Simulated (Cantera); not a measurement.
Charge: 1 mol BN, 16 mol F2, 26 mol H2, held at 1875 K and 0.100 bar.

These are equilibrium values from Cantera (NASA tables, ideal gas, pure condensed phases), not measurements of a reactor. Candidate condensed phases: B, BN; 31 gas species. The tables' values for BF2 are old estimates; treat these amounts as uncertain. Kinetics and transport are ignored.

Base state: HF 0.690, H2 0.273, BF3 0.0235, N2 0.0119, H 0.00108, BF2 0.000215, BHF2 4.98e-5 (mole fractions); condensed: gas only.

### Question
What changes in the equilibrium state with this change: temperature from 1875 K to 1998 K?

### Answer
```json
[
 {"species": "HF", "before": "0.690", "after": "0.690"},
 {"species": "H2", "before": "0.273", "after": "0.272"},
 {"species": "BF3", "before": "0.0235", "after": "0.0231"},
 {"species": "H", "before": "0.00108", "after": "0.00264"},
 {"species": "N2", "before": "0.0119", "after": "0.0119"},
 {"species": "BF", "before": "1.77e-6", "after": "1.07e-5"},
 {"species": "BF2", "before": "0.000215", "after": "0.000598"},
 {"species": "BHF2", "before": "4.98e-5", "after": "7.83e-5"}
]
```

### Question
What changes in the equilibrium state with this change: temperature from 1875 K to 773.15 K?

### Answer
```tsv
species	before	after
HF	0.690	0.690
H2	0.273	0.274
BF3	0.0235	0.0238
H	0.00108	<1e-9
N2	0.0119	0.0119
BF2	0.000215	<1e-9
BHF2	4.98e-5	<1e-9
```
